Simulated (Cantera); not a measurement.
A Cantera script and what it prints.

```python
import numpy as np
import cantera as ct

gas_names = [...]  # 109 gases of nasa_gas.yaml made of C, Cl, H, Si
cond_names = """
    C(gr) C6H6(L) C7H8(L) C8H18(L),n-octa Si(cr) Si(L) SiC(b)
""".split()


# ... load() reads the species with a 1 bar reference pressure and builds the phases ...
atoms = {
    'CCl4': {'C': 1, 'CL': 4},
    'Si': {'Si': 1},
    'H2': {'H': 2},
    'CH4': {'C': 1, 'H': 4},
}
top_T = {'C(gr)': 4500, 'SiC(b)': 3050}  # K; cautious upper limits of use, not melting points


# ... equilibrate(T, P, feed) seeds the gas with the atoms and calls Mixture.equilibrate('TP', solver="vcs", rtol=1e-11, max_steps=5000) ...
results = []
feed = {'CCl4': 1, 'Si': 0.029, 'H2': 1.4, 'CH4': 0.04}  # mol
P = 79  # Pa
for T in [2873, 2948, 3023, 3098, 3173, 3248, 3323]:
    mix = equilibrate(T, P, feed)
    results.append((T, P, feed, dict(zip(mix.species_names, mix.species_moles))))

top = {s: max(r[3][s] / sum(r[3][g] for g in gas_names) for r in results) for s in gas_names}
cols = sorted((s for s in top if top[s] > 0.0001), key=lambda s: -top[s])[:7]
seen = [c for c in cond_names if any(r[3].get(c, 0) > 1e-12 for r in results)]
print("log10 of partial pressures in bar; condensed amounts in mol")
print(f"{'T/K':>10s}" + "".join(f"{s[:9]:>10s}" for s in cols + seen))
for T, P, feed, n in results:
    ng = sum(n[g] for g in gas_names)
    print(f"{T:10.4g}" + "".join(f"{np.log10(max(n[s] / ng * P / 1e5, 1e-99)):10.3f}" for s in cols)
          + "".join(f"{n.get(c, 0):10.4g}" for c in seen))
```

Result:

```
log10 of partial pressures in bar; condensed amounts in mol
       T/K        CL         H         C        C3       HCL        H2        C2
      2873    -3.373    -3.534    -4.976    -4.520    -4.787    -5.111    -5.391
      2948    -3.374    -3.524    -4.784    -4.562    -4.989    -5.304    -5.289
      3023    -3.377    -3.520    -4.609    -4.623    -5.187    -5.498    -5.207
      3098    -3.381    -3.520    -4.452    -4.713    -5.381    -5.689    -5.149
      3173    -3.386    -3.522    -4.316    -4.840    -5.569    -5.877    -5.122
      3248    -3.391    -3.525    -4.206    -5.019    -5.751    -6.059    -5.134
      3323    -3.396    -3.529    -4.124    -5.259    -5.926    -6.233    -5.192
```

Method: chemical equilibrium by Gibbs-energy minimisation in Cantera with the NASA 1993 tables (ideal gas, pure condensed phases). The tables' values for SiCl, CCl are old estimates; treat these amounts as uncertain.
